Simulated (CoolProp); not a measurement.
Computed with CoolProp (reference Helmholtz-energy equation of state, Lemmon 2006). It is a short technical equation, of lower accuracy than the large ones.

Task: For C2F6 (R116), give the phase and the density (kg/m³), speed of sound (m/s), Joule-Thomson coefficient (K/MPa), viscosity (µPa s) at 350.7 K and 0.99 MPa; 380.4 K and 0.99 MPa; 425 K and 0.99 MPa.

Result: 
- 350.7 K and 0.99 MPa: gas; density 49.8, speed of sound 144, Joule-Thomson coefficient 5.64, viscosity 17.0
- 380.4 K and 0.99 MPa: gas; density 45.1, speed of sound 151, Joule-Thomson coefficient 4.46, viscosity 18.3
- 425 K and 0.99 MPa: gas; density 39.7, speed of sound 162, Joule-Thomson coefficient 3.29, viscosity 20.3

Viscosity comes from a separate model (Huber 2003), an estimate that may be off by 10 % or more.
